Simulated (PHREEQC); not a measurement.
Make-up at 45 °C: 0.00015 mol PbCl2, 3.4e-05 mol NaNO3 and 0.085 mol Zn(NO3)2 per kg of water. Closed to the air; pH follows from the charge balance.

The numbers come from PHREEQC with the ion-association model, wateq4f.dat.

Each row changes one thing in this solution. No solid was allowed to form.

| case | pH | Cl- (mol/kgw) | Pb+2 (mol/kgw) | PbNO3+ (mol/kgw) | PbCl+ (mol/kgw) | PbOH+ (mol/kgw) | SI of Pb(OH)2 (Pb(OH)2) | SI of Litharge (PbO) |
|---|---|---|---|---|---|---|---|---|
| as made | 4.96 | 0.000260 | 9.08e-5 | 5.88e-5 | 3.97e-7 | 6.20e-8 | -2.18 | -6.64 |
| NaNO3 left out | 4.96 | 0.000260 | 9.08e-5 | 5.88e-5 | 3.97e-7 | 6.20e-8 | -2.18 | -6.64 |
| PbCl2 from 0.00015 to 0.000135 mol/kgw | 4.96 | 0.000234 | 8.17e-5 | 5.29e-5 | 3.22e-7 | 5.58e-8 | -2.23 | -6.69 |
| diluted 5-fold with water | 5.21 | 5.72e-5 | 2.46e-5 | ___ | 3.87e-8 | 4.20e-8 | -2.05 | -6.51 |
| temperature from 45 to 20 °C | 5.33 | 0.000284 | 8.87e-5 | 6.09e-5 | 2.48e-7 | 1.50e-7 | -2.24 | -6.83 |
| Zn(NO3)2 left out | 5.79 | ___ | 0.000146 | 6.60e-8 | 2.48e-6 | 1.63e-6 | +0.20 | ___ |
| NaNO3 from 3.4e-05 to 3.74e-05 mol/kgw | 4.96 | 0.000260 | 9.08e-5 | 5.88e-5 | 3.97e-7 | 6.29e-8 | -2.17 | ___ |
| PbCl2 from 0.00015 to 0.0003 mol/kgw | 4.96 | 0.000520 | 0.000181 | 0.000117 | ___ | 1.23e-7 | -1.89 | -6.34 |

Problem. What belongs in the gaps?

Solution. 
- diluted 5-fold with water, PbNO3+ (mol/kgw): 5.32e-6
- Zn(NO3)2 left out, Cl- (mol/kgw): 0.000298
- Zn(NO3)2 left out, SI of Litharge (PbO): -4.26
- NaNO3 from 3.4e-05 to 3.74e-05 mol/kgw, SI of Litharge (PbO): -6.63
- PbCl2 from 0.00015 to 0.0003 mol/kgw, PbCl+ (mol/kgw): 1.58e-6

Some of these states are supersaturated (in Pb(OH)2, for instance). At this temperature some constants are extrapolated from 25 °C, and those without enthalpy data are left unchanged.
